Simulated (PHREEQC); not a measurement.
Dissolve 0.11 mol K2CO3, 0.0005 mol K2SO4 and 0.0021 mol KH2PO4 per kg of water at 83 °C. Closed to the air; pH follows from the charge balance.

The numbers come from PHREEQC with the ion-association model, wateq4f.dat.

```
quantity                    before     after
------------------------  --------  --------
pH                           10.46     11.57
ionic strength (mol/kgw)     0.321     0.333
CO3-2 (mol/kgw)             0.0952     0.106
HCO3- (mol/kgw)             0.0148   0.00385
HPO4-2 (mol/kgw)           0.00159   0.00124
PO4-3 (mol/kgw)           0.000367  0.000733
```

Which change was made?
A) temperature from 83 to 5 °C
B) K2SO4 from 0.0005 to 0.00025 mol/kgw
C) diluted 100-fold with water
D) 0.0013 mol/kgw Ca(HCO3)2 added
E) diluted 5-fold with water

A, temperature from 83 to 5 °C

This is a speciation only: nothing precipitates in the calculation. H3PO4, which wateq4f.dat lacks, is added to it with the constant of phreeqc.dat. Away from 25 °C the constants follow the database's enthalpies or fits; those with neither stay at their 25 °C values.
